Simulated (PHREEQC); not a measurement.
0.61 g of hydrous ferric oxide (600 m²/g; 0.2 weak and 0.005 strong sites per Fe, Dzombak-Morel constants, diffuse double layer) in 1 kg of water with 0.005 mol/kgw of an inert sodium salt and 0.00096 mol/kgw NaF and 2e-05 mol/kgw Na2SO4, at 25 °C; the pH is set by adding NaOH or the inert anion's acid. Oxygen is held at 0.21 atm. No CO2 enters from the air. Precipitation was switched off in this run.

Model: ion-association model, wateq4f.dat, run in PHREEQC.

```
pH     F sorbed (%)  S sorbed (%)  surface charge σ (C/m²)  surface potential ψ (mV)
-----  ------------  ------------  -----------------------  ------------------------
3              81.1          99.8                    0.137                       170
3.67           83.2          99.6                      [?]                       158
4.33           77.8          98.9                    0.070                       140
5              66.5          95.5                    0.046                       119
5.67           51.3          82.7                    0.029                        96
6.33           35.0          50.5                    0.018                        73
7              19.5          15.2                    0.010                       [?]
7.67            7.9           2.1                    0.003                       [?]
8.33            2.4           0.2                   -0.002                       -14
9               0.6           0.0                   -0.010                       -50
9.67            0.1           0.0                   -0.023                       -85
10.33           0.0           0.0                   -0.046                      -118
11              0.0           0.0                   -0.086                      -146
```

Question: Fill in the missing entries.

Answer: 
- 3.67, surface charge σ (C/m²): 0.101
- 7, surface potential ψ (mV): 48
- 7.67, surface potential ψ (mV): 19

The oxide is taken as insoluble; below pH 4 it would dissolve.
